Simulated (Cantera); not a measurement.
## Equilibrium for iron carbonyl, mercury and lead vapours: PbO + O₂ + H₂ + CO

Input: 1 mol PbO, 0.11 mol O₂, 0.12 mol H₂, 1.5 mol CO, at 13300 Pa.

Cantera equilibrium calculation (NASA polynomials, part measured and part estimated; ideal gas, pure solids and liquids). Candidate condensed phases: C, C₆H₆, C₇H₈, C₈H₁₈, H₂O, Pb, PbO, PbO₂, Pb₃O₄; 113 gas species. Gases not in the tables: (PbO)n polymers. The numbers say what is thermodynamically allowed, not how fast it happens.

| T (°C) | x CO₂ | x Pb | x CO | x H₂O | x H₂ | x PbO | n Pb(l) |
|---|---|---|---|---|---|---|---|
| 675 | 0.706 | 3.59e-5 | 0.220 | 0.0474 | 0.0267 | 7.89e-11 | 1.000 |
| 750 | 0.701 | 0.000200 | 0.225 | 0.0522 | 0.0219 | 1.84e-9 | 1.000 |
| 825 | 0.697 | 0.000876 | 0.229 | 0.0558 | 0.0182 | 2.77e-8 | 0.999 |
| 900 | 0.692 | 0.00316 | 0.231 | 0.0585 | 0.0153 | 2.93e-7 | 0.995 |
| 975 | 0.685 | 0.00975 | 0.231 | 0.0603 | 0.0131 | 2.33e-6 | 0.984 |
| 1050 | 0.672 | 0.0264 | 0.229 | 0.0609 | 0.0112 | 1.46e-5 | 0.956 |
| 1125 | 0.645 | 0.0639 | 0.222 | 0.0598 | 0.00951 | 7.46e-5 | 0.889 |
| 1200 | 0.590 | 0.141 | 0.204 | 0.0558 | 0.00781 | 0.000322 | 0.733 |
| 1275 | 0.487 | 0.288 | 0.171 | 0.0467 | 0.00587 | 0.00119 | 0.339 |
| 1350 | 0.422 | 0.379 | 0.151 | 0.0411 | 0.00473 | 0.00267 | 0 |
x: gas mole fraction; n: condensed amount in mol.

From 675 °C to 1275 °C the condensed part is Pb(l). At 1350 °C nothing is condensed.
